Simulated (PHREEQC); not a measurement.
Consider water at 90 °C with 19 mmol/kgw H2SO4, 5.6 mmol/kgw AgF and 100 mmol/kgw NaBr. Closed to the air; pH follows from the charge balance.

Model: ion-association model, wateq4f.dat, run in PHREEQC.

```json
[
 {"quantity": "pH", "before": "1.83", "after": "3.44"},
 {"quantity": "ionic strength (mol/kgw)", "before": "0.127", "after": "0.106"},
 {"quantity": "Br- (mol/kgw)", "before": "0.0843", "after": "0.0843"},
 {"quantity": "HSO4- (mol/kgw)", "before": "0.0138", "after": "0.000120"},
 {"quantity": "AgBr3-2 (mol/kgw)", "before": "0.00450", "after": "0.00448"},
 {"quantity": "SO4-2 (mol/kgw)", "before": "0.00429", "after": "0.00146"},
 {"quantity": "SI of Bromyrite (AgBr)", "before": "+0.45", "after": "+0.46"},
 {"quantity": "SI of Mirabilite (Na2SO4:10H2O)", "before": "-6.56", "after": "-6.97"}
]
```

Task: Name the change that produced these shifts.
A. temperature from 90 to 35 °C
B. NaBr from 0.1 to 0.05 mol/kgw
C. NaBr from 0.1 to 0.09 mol/kgw
D. H2SO4 from 0.019 to 0.0019 mol/kgw
E. NaBr from 0.1 to 0.15 mol/kgw

Result: D, H2SO4 from 0.019 to 0.0019 mol/kgw

Precipitation was switched off in this run. Some of these states are supersaturated (in Bromyrite, for instance). At this temperature some constants are extrapolated from 25 °C, and those without enthalpy data are left unchanged.
